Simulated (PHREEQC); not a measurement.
1 kg of water holding 180 mmol/kgw KCl, 0.79 mmol/kgw Na2B4O7, 17 mmol/kgw Na2SO4 and 11 mmol/kgw Na2CO3 is evaporated at 25 °C; the solids stay in contact with the brine. CO2 from the air is kept out. Only these solids could form: Arcanite, Burkeite, Glaserite, Halite, Kalicinite, Mirabilite, Misenite, Nahcolite, Natron, Sylvite, Thenardite, Trona, Borax, Boric_acid,s, KB5O8:4H2O, K2B4O7:4H2O, NaBO2:4H2O, NaB5O8:5H2O, Teepleite.

Equilibrium calculation in PHREEQC: Pitzer model, pitzer.dat.

Question: Predict ionic strength, Sylvite (mol) at water left (kg) = 0.0198, 0.009046, 0.004977.

Answer: 
```
water left (kg)  ionic strength  Sylvite (mol)
---------------  --------------  -------------
0.0198                     7.15         0.0814
0.009046                   9.36          0.133
0.004977                   11.2          0.146
```
